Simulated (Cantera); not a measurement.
An adiabatic, constant-pressure homogeneous reactor starts with 7.84 % C3H8, 19.6 % O2, 72.5 % N2, equivalence ratio 2.0, at 1773 K and 338 Torr.

Cantera simulation using GRI-Mech 3.0 (53 species, 325 reactions); the numbers are that mechanism's predictions, not measurements. GRI-Mech 3.0 was tuned for natural gas; its chemistry of propane as a main component is partial and can be far from experiment.

Question: Predict: time of steepest temperature rise; temperature at 3.00 s; equilibrium temperature; x(O2) at 3.00 s; x(HCO) at 3.00 s; x(CH2O) at 3.00 s.

Answer: 
```
Item                                                                   Value
---------------------------------  -----------------------------------------
time of steepest temperature rise                                    34.8 µs
temperature at 3.00 s                                                 2697 K
equilibrium temperature                                               2697 K
x(O2) at 3.00 s                    0.000254 (gas-phase equilibrium 0.000254)
x(HCO) at 3.00 s                     2.40e-7 (gas-phase equilibrium 2.40e-7)
x(CH2O) at 3.00 s                    3.79e-9 (gas-phase equilibrium 3.79e-9)
```
